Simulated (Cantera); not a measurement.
Feed: 1 mol SiH2Cl2, 0.29 mol H2O, held at 1875 °C and 56.0 mbar.

Equilibrium computed with Cantera from the NASA thermochemical tables; the gas is ideal and each condensed phase is pure. Candidate condensed phases: H2O, Si, SiO2; 30 gas species. The tables' values for SiCl, SiCl3 are old estimates; treat these amounts as uncertain. Gases not in the tables: Si2H6 and higher silanes. Kinetics and transport are ignored.

Base state: H2 0.375, SiCl2 0.259, HCl 0.227, SiO 0.111, H 0.0108, SiCl 0.00489, Cl 0.00478, Si 0.00364 (mole fractions); condensed: gas only.

What changes in the equilibrium state with this change: temperature from 1875 °C to 1675 °C?


```csv
species,before,after
H2,0.375,0.389
SiCl2,0.259,0.267
HCl,0.227,0.219
H,0.0108,0.00298
SiO,0.111,0.112
Si2,4.87e-5,2.74e-6
Si,0.00364,0.000353
SiH,0.000259,4.01e-5
SiCl4,3.74e-5,0.000177
SiCl,0.00489,0.00113
```
The tables' values for SiCl3, SiCl are old estimates; treat these amounts as uncertain.

What changes in the equilibrium state with this change: SiH2Cl2 replaced by SiH4?


```csv
species,before,after
H2,0.375,0.868
SiO,0.111,0.111
H,0.0108,0.0164
SiCl2,0.259,0
HCl,0.227,0
SiCl,0.00489,0
Cl,0.00478,0
SiCl3,0.00323,0
"Si(l), mol",0,0.698
```
